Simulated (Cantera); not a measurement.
Input: 1 mol Si₃H₈, 0.72 mol Cl₂, 170 mol N₂, at 1.00 bar.

Equilibrium computed with Cantera from the NASA thermochemical tables; the gas is ideal and each condensed phase is pure. Candidate condensed phases: NH₄Cl, Si, Si₃N₄; 28 gas species. The feed counts by its element totals alone. N₂ is the only nitrogen source here; it is nearly inert below about 1500 K, so the nitride shown seldom forms there in practice. Equilibrium is a limit: real reactors are often held back by kinetics, nucleation or transport. All values below are at 1450 K.

Base state: N₂ 0.973, H₂ 0.0190, HCl 0.00831 (mole fractions); condensed: Si₃N₄(s).

### Question
What changes in the equilibrium state with this change: Si₃H₈ replaced by Si₂H₆?

### Answer
```
species         before    after
-------------  -------  -------
N₂               0.973    0.978
H₂              0.0190   0.0132
HCl            0.00831  0.00831
SiCl₂          7.58e-6  1.08e-5
Si₃N₄(s), mol    0.999    0.666
```
